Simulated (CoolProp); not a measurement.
Values from CoolProp's reference Helmholtz-energy equation of state, Lemmon 2004. It is a short technical equation, of lower accuracy than the large ones.

Q: For n-dodecane, give the phase and the Joule-Thomson coefficient (K/MPa), viscosity (µPa s), Prandtl number at 620 K and 0.00862 MPa; 620 K and 0.4 MPa.

A: 
- 620 K and 0.00862 MPa: gas; Joule-Thomson coefficient 10.8, viscosity 9.61, Prandtl number 0.756
- 620 K and 0.4 MPa: gas; Joule-Thomson coefficient 12.8, viscosity 9.61, Prandtl number 0.721

Viscosity comes from a separate model (Huber 2004). Thermal conductivity comes from a separate model (Huber 2004).
